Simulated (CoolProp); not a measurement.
c-C4F8 (RC318) at 298.15 K and 7.75 MPa is throttled through a valve to 4.59 MPa with no heat exchange. Each further row changes one setting.

Computed with CoolProp (reference Helmholtz-energy equation of state, Platzer 1990). This equation is an older, rougher fit; its heat capacities, sound speeds and derivatives of the liquid may be far off and weren't checked against measurements.

```
case                      temperature change (K)  final density (kg/m³)
------------------------  ----------------------  ---------------------
as stated                                   +0.6                      ?
outlet pressure 1.38 MPa                       ?                   1500
outlet pressure 5.97 MPa                       ?                      ?
```

Question: What belongs in the gaps?

Answer: 
- as stated, final density (kg/m³): 1520
- outlet pressure 1.38 MPa, temperature change (K): +1.1
- outlet pressure 5.97 MPa, temperature change (K): +0.3
- outlet pressure 5.97 MPa, final density (kg/m³): 1530
